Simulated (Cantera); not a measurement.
Input: 1 mol SiH₄, 0.13 mol O₃, 5.7 mol H₂O, at 0.173 Torr.

These are equilibrium values from Cantera (NASA tables, ideal gas, pure condensed phases), not measurements of a reactor. Candidate condensed phases: H₂O, Si, SiO₂; 18 gas species. The tables hold silica as quartz up to 1696 K and as liquid above; real silica turns to tridymite and cristobalite and melts near 1996 K. Equilibrium is a limit: real reactors are often held back by kinetics, nucleation or transport.

### Question
Which condensed phases are stable at each of these points (T (K)): 548, 648, 748, 848, 948, 1048, 1148, 1248, 1348, 1448, 1548, 1648, 1748, 1848?

### Answer
```csv
T (K),condensed phases,Si condensed (%)
548,SiO₂(α-quartz),100.0
648,SiO₂(α-quartz),100.0
748,SiO₂(α-quartz),100.0
848,SiO₂(β-quartz),100.0
948,SiO₂(β-quartz),100.0
1048,SiO₂(β-quartz),100.0
1148,SiO₂(β-quartz),100.0
1248,SiO₂(β-quartz),100.0
1348,SiO₂(β-quartz),100.0
1448,SiO₂(β-quartz),100.0
1548,SiO₂(β-quartz),100.0
1648,SiO₂(β-quartz),99.8
1748,SiO₂(condensed),97.7
1848,SiO₂(condensed),84.9
```

From 548 K to 748 K the condensed part is SiO₂(α-quartz). From 848 K to 1648 K the condensed part is SiO₂(β-quartz). From 1748 K to 1848 K the condensed part is SiO₂(condensed).
